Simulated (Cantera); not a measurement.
Equilibrium for aluminium nitride and oxide growth: Al(CH3)3 + N2 + H2

Charge: 1 mol Al(CH3)3, 79 mol N2, 35 mol H2, at 0.133 bar.

Cantera equilibrium calculation (NASA polynomials, part measured and part estimated; ideal gas, pure solids and liquids). Candidate condensed phases: Al, AlN, C, C6H6, C7H8, C8H18; 97 gas species. The feed counts by its element totals alone. The numbers say what is thermodynamically allowed, not how fast it happens.

From 1248 K to 2148 K the condensed part is AlN(s) + C(graphite). At 2223 K the condensed part is C(graphite).

```
T (K)   x N2   x H2     x HCN       x H  n AlN(s)  n C(graphite)
-----  -----  -----  --------  --------  --------  -------------
1248   0.665  0.334   5.86e-5   7.40e-7      1.00           2.97
1323   0.665  0.335  0.000121   2.51e-6      1.00           2.97
1398   0.665  0.335  0.000230   7.50e-6      1.00           2.96
1473   0.665  0.334  0.000411   2.00e-5      1.00           2.95
1548   0.665  0.334  0.000692   4.88e-5     1.000           2.91
1623   0.665  0.334   0.00111  0.000109     1.000           2.86
1698   0.664  0.334   0.00171  0.000229     1.000           2.79
1773   0.664  0.333   0.00253  0.000450     0.999           2.68
1848   0.663  0.332   0.00362  0.000837     0.997           2.53
1923   0.662  0.331   0.00503   0.00148     0.986           2.34
1998   0.661  0.329   0.00682   0.00252     0.937           2.09
2073   0.658  0.326   0.00901   0.00411     0.754           1.77
2148   0.653  0.320    0.0116   0.00645     0.115           1.36
2223   0.650  0.315    0.0147   0.00985         0          0.868
```
x: gas mole fraction; n: condensed amount in mol.
